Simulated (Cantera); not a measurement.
An adiabatic, constant-pressure homogeneous reactor starts with C3H8 : O2 : N2 = 1 : 3.57 : 35 (molar parts), equivalence ratio 1.4, at 1675 K and 1.01 bar.

Detailed kinetics in Cantera: GRI-Mech 3.0 (53 species, 325 reactions). GRI-Mech 3.0 was tuned for natural gas; its chemistry of propane as a main component is partial and can be far from experiment.

One state of this run: T (K) = 2444; x C3H8 = <1e-12; x O2 = 0.000207; x C2H = <1e-12; x CO2 = 0.0247; x H = 0.00290; x C2H2 = <1e-12. x: mole fraction; the columns are a selection and need not sum to one.

Q: Which value of t (s) does it belong to?
A. 0.000820
B. 6.00e-6
C. 0.112
D. 1.60e-5

A: C, 0.112
